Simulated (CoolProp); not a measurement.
Properties of propylene along the isotherm 259.9 K (Tc = 364.2 K, pc = 4555 kPa, ω = 0.146).

Values from CoolProp's reference Helmholtz-energy equation of state, Lemmon 2013.

```csv
p (kPa),phase,Joule-Thomson coefficient (K/MPa),viscosity (µPa s),fugacity coefficient
21.6,gas,25.67,7.44,0.9953
36.5,gas,___,7.43,0.9921
61.5,gas,25.92,7.42,0.9867
104,gas,26.20,7.41,0.9775
175,gas,26.70,7.39,0.9621
296,gas,27.65,7.36,___
499,liquid,-0.2643,137,0.7097
842,liquid,___,137,0.4256
1420,liquid,-0.2742,138,0.2574
2400,liquid,-0.2841,140,0.1575
4050,liquid,-0.2994,142,0.09876
6830,liquid,-0.3222,147,0.06436
```

**Question.** What belongs in the gaps?

**Answer.** 
- 36.5, Joule-Thomson coefficient (K/MPa): 25.76
- 296, fugacity coefficient: 0.9359
- 842, Joule-Thomson coefficient (K/MPa): -0.2681

Viscosity comes from a separate model (Huber 2003), an estimate that may be off by 10 % or more.
